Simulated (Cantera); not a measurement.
Input: 1 mol Ti, 2.2 mol O2, 0.83 mol H2O, equilibrated at 1475 K and 0.133 bar.

These are equilibrium values from Cantera (NASA tables, ideal gas, pure condensed phases), not measurements of a reactor. Candidate condensed phases: H2O, Ti, TiO, TiO2, Ti2O3, Ti3O5, Ti4O7; 12 gas species. Gases not in the tables: TiO(OH)2. Equilibrium is a limit: real reactors are often held back by kinetics, nucleation or transport.

Base state: O2 0.591, H2O 0.409, OH 0.000272 (mole fractions); condensed: TiO2(rutile).

What changes in the equilibrium state with this change: temperature from 1475 K to 2198.15 K?


```
species              before     after
-----------------  --------  --------
O2                    0.591     0.579
H2O                   0.409     0.393
OH                 0.000272    0.0209
TiO2                  <1e-9   3.82e-5
H                   4.97e-8  0.000610
O                   6.04e-6   0.00557
H2                  1.96e-6   0.00159
HO2                 4.31e-7   1.51e-5
TiO2(rutile), mol      1.00         0
TiO2(l), mol              0     1.000
```
